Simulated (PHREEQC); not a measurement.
Model water analysis in mg/L, 25 °C, pH 8.26, pe 2: Na 1050; K 58.2; Ca 194; Mg 401; Cl 2730; S(6) as SO4 549; Alkalinity as HCO3 0.616; Fe(2) 1.38.

Valence states are taken as typed.

Equilibrium calculation in PHREEQC: ion-association model, phreeqc.dat.

This is a speciation only: nothing precipitates in the calculation.

What ionic strength does the model give?

ionic strength 0.108 mol/kgw.

In which forms is Mg present?

Mg+2 90 %, MgSO4 10 % of the Mg.
